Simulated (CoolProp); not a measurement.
Vapour-liquid equilibrium of propylene (1) + R142b (2) at 239.4 K; x and y are mole fractions of (1).

The numbers come from the multi-fluid Helmholtz-energy mixture model, Lemmon 2013 and Lemmon 2006; pair parameters Bell 2016 in CoolProp.

```tsv
x	bubble pressure, mixture model (bar)	bubble pressure, Raoult's law (bar)	y, mixture model	y, Raoult's law
0.05	0.4247	0.4057	0.256	0.225
0.15	0.6111	0.5554	0.532	0.494
0.25	0.7896	0.7050	0.676	0.648
0.35	0.9559	0.8547	0.763	0.748
0.45	1.109	1.004	0.822	0.819
0.55	1.249	1.154	0.865	0.871
0.65	1.381	1.304	0.900	0.911
0.75	1.507	1.453	0.930	0.943
0.85	1.632	1.603	0.957	0.969
0.95	1.761	1.753	0.985	0.991
```

The largest gap from Raoult's law is +12.0 % in bubble pressure, at x = 0.25. No azeotrope shows between x = 0.05 and 0.95.

The pair parameters rest on a limited set of measurements; away from them the model extrapolates.
